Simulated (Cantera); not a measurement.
A Cantera script and what it prints.

```python
import numpy as np
import cantera as ct

gas_names = """
    H HNO HNO2 HNO3 HO2 H2 H2O H2O2 N NH NH2 NH3 NH2OH NO NO2 NO3 N2 N2H2 N2H4 N2O O OH O2 O3 Si SiH
    SiH2 SiH3 SiH4 SiN SiO SiO2 Si2 Si2N Si3
""".split()
cond_names = """
    H2O(s) H2O(L) Si(cr) Si(L) SiO2(Lqz) SiO2(hqz) SiO2(L) Si2N2O(s) Si3N4(a)
""".split()


# ... load() reads the species with a 1 bar reference pressure and builds the phases ...
atoms = {
    'Si2H6': {'Si': 2, 'H': 6},
    'H2O': {'H': 2, 'O': 1},
    'N2': {'N': 2},
}
top_T = {'Si2N2O(s)': 2100, 'Si3N4(a)': 2400}  # K; cautious upper limits of use, not melting points


# ... equilibrate(T, P, feed) seeds the gas with the atoms and calls Mixture.equilibrate('TP', solver="vcs", rtol=1e-11, max_steps=5000) ...
results = []
feed = {'Si2H6': 1, 'H2O': 4.2, 'N2': 120}  # mol
T = 1823  # K
P = 1333.22  # Pa
mix = equilibrate(T, P, feed)
results.append((T, P, feed, dict(zip(mix.species_names, mix.species_moles))))
x = sorted(zip(gas.X, gas.species_names), reverse=True)
print(f"T = {T:g} K  P = {P:g} Pa  gas = {mix.phase_moles(0):.4g} mol")
print("   x: " + "  ".join(f"{s} {v:.3e}" for v, s in x if v > 1e-05))
print("   condensed (mol): " + ("  ".join(f"{mix.phase(i).name} {mix.phase_moles(i):.4g}"
      for i in range(1, mix.n_phases) if mix.phase_moles(i) > 1e-12) or "none"))
```

Result:

```
T = 1823 K  P = 1333.22 Pa  gas = 127.6 mol
   x: N2 9.402e-01  H2 5.149e-02  H2O 4.495e-03  SiO 2.934e-03  H 8.514e-04
   condensed (mol): SiO2(L) 1.625
```

Method: chemical equilibrium by Gibbs-energy minimisation in Cantera with the NASA 1993 tables (ideal gas, pure condensed phases). The feed counts by its element totals alone. The tables hold silica as quartz up to 1696 K and as liquid above; real silica turns to tridymite and cristobalite and melts near 1996 K.
